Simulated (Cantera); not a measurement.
Predominance diagram of Sr at 727 °C against the partial pressures of O2 and Cl2 (log10, bar). Standard-state values (1 bar) from the NASA 1993 polynomials, evaluated with Cantera. Candidates: Sr(s), SrCl2(s), SrCl2(s), SrO(s). Only these pure phases compete in this equilibrium. Not in the tables: the peroxide, oxide halides.

```
log p(Cl2) \ log p(O2)
        columns: -16, -14.9, -13.9, -12.8, -11.7, -10.7, -9.6, -8.5, -7.5, -6.4, -5.3, -4.3, -3.2, -2.1, -1.1, 0
      0  A A A A A A A A A A A A A A A A
   -3.4  A A A A A A A A A A A A A A A A
   -6.7  A A A A A A A A A A A A A A A A
  -10.1  A A A A A A A A A A A A A A B B
  -13.5  A A A A A A A A B B B B B B B B
  -16.8  A A B B B B B B B B B B B B B B
  -20.2  B B B B B B B B B B B B B B B B
  -23.5  B B B B B B B B B B B B B B B B
  -26.9  B B B B B B B B B B B B B B B B
  -30.3  B B B B B B B B B B B B B B B B
  -33.6  B B B B B B B B B B B B B B B B
    -37  B B B B B B B B B B B B B B B B
```

A: SrCl2(s); B: SrO(s).
